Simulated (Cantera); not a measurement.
A Cantera script and what it prints.

```python
import numpy as np
import cantera as ct

gas_names = [...]  # 109 gases of nasa_gas.yaml made of C, Cl, H, Si
cond_names = """
    C(gr) C6H6(L) C7H8(L) C8H18(L),n-octa Si(cr) Si(L) SiC(b)
""".split()


# ... load() reads the species with a 1 bar reference pressure and builds the phases ...
atoms = {
    'Si(CH3)4': {'Si': 1, 'C': 4, 'H': 12},
    'C2H2': {'C': 2, 'H': 2},
    'H2': {'H': 2},
    'HCl': {'H': 1, 'CL': 1},
}
top_T = {'C(gr)': 4500, 'SiC(b)': 3050}  # K; cautious upper limits of use, not melting points


# ... equilibrate(T, P, feed) seeds the gas with the atoms and calls Mixture.equilibrate('TP', solver="vcs", rtol=1e-11, max_steps=5000) ...
results = []
feed = {'Si(CH3)4': 1, 'C2H2': 0.011, 'H2': 490, 'HCl': 0.67}  # mol
P = 133.322  # Pa
for T in [1073, 1148, 1223, 1298, 1373, 1448, 1523, 1598, 1673, 1748, 1823, 1898, 1973, 2048]:
    mix = equilibrate(T, P, feed)
    results.append((T, P, feed, dict(zip(mix.species_names, mix.species_moles))))

top = {s: max(r[3][s] / sum(r[3][g] for g in gas_names) for r in results) for s in gas_names}
cols = sorted((s for s in top if top[s] > 0.0001), key=lambda s: -top[s])[:6]
seen = [c for c in cond_names if any(r[3].get(c, 0) > 1e-12 for r in results)]
print("log10 of partial pressures in bar; condensed amounts in mol")
print(f"{'T/K':>10s}" + "".join(f"{s[:9]:>10s}" for s in cols + seen))
for T, P, feed, n in results:
    ng = sum(n[g] for g in gas_names)
    print(f"{T:10.4g}" + "".join(f"{np.log10(max(n[s] / ng * P / 1e5, 1e-99)):10.3f}" for s in cols)
          + "".join(f"{n.get(c, 0):10.4g}" for c in seen))
```

It prints:

```
log10 of partial pressures in bar; condensed amounts in mol
       T/K        H2         H        Si       HCL C2H2,acet     C(gr)    SiC(b)
      1073    -2.876    -9.291   -17.310    -5.745   -11.020     2.992         1
      1148    -2.876    -8.583   -15.656    -5.745   -10.306     3.006         1
      1223    -2.876    -7.960   -14.206    -5.745    -9.681     3.013         1
      1298    -2.876    -7.408   -12.924    -5.745    -9.129     3.016         1
      1373    -2.876    -6.915   -11.784    -5.745    -8.638     3.017         1
      1448    -2.876    -6.473   -10.763    -5.745    -8.199     3.015         1
      1523    -2.876    -6.074    -9.843    -5.745    -7.804     3.009    0.9999
      1598    -2.876    -5.712    -9.010    -5.746    -7.446     2.995    0.9995
      1673    -2.877    -5.382    -8.253    -5.747    -7.121     2.967    0.9976
      1748    -2.878    -5.080    -7.562    -5.749    -6.826     2.921    0.9887
      1823    -2.881    -4.804    -6.928    -5.752    -6.556     2.859    0.9515
      1898    -2.885    -4.550    -6.344    -5.757    -6.310     2.828    0.8123
      1973    -2.893    -4.316    -5.806    -5.766    -6.086     3.003    0.3361
      2048    -2.904    -4.102    -5.630    -5.780    -5.883     2.905         0
```

Method: chemical equilibrium by Gibbs-energy minimisation in Cantera with the NASA 1993 tables (ideal gas, pure condensed phases).
